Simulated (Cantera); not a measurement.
Silicon epitaxy and polysilicon growth: SiCl4 + H2

Input: 1 mol SiCl4, a varied amount of H2, held at 1498 K and 3.80 mbar.

These are equilibrium values from Cantera (NASA tables, ideal gas, pure condensed phases), not measurements of a reactor. Candidate condensed phases: Si; 19 gas species. The tables' values for SiCl3, SiCl are old estimates; treat these amounts as uncertain. Rates play no part.

From 3.8 mol H2 to 12 mol H2 nothing is condensed. From 15 mol H2 to 47 mol H2 the condensed part is Si(s). The main Si-bearing gas is SiCl2 throughout.

```csv
n(H2) (mol),log p H2,log p HCl,log p SiCl2,log p SiCl3,log p SiCl4,n Si(s)
3.8,-2.73,-2.90,-3.22,-4.36,-4.99,0
5,-2.66,-2.98,-3.29,-4.54,-5.28,0
6.6,-2.60,-3.06,-3.38,-4.74,-5.59,0
8.7,-2.56,-3.16,-3.47,-4.94,-5.91,0
12,-2.52,-3.27,-3.58,-5.19,-6.29,0
15,-2.50,-3.34,-3.67,-5.36,-6.54,0.0287
20,-2.49,-3.41,-3.83,-5.60,-6.86,0.130
27,-2.47,-3.49,-4.01,-5.86,-7.21,0.235
35,-2.46,-3.57,-4.17,-6.10,-7.53,0.326
47,-2.45,-3.66,-4.36,-6.38,-7.91,0.425
```
log p: log10 of the partial pressure in bar; n: condensed amount in mol.
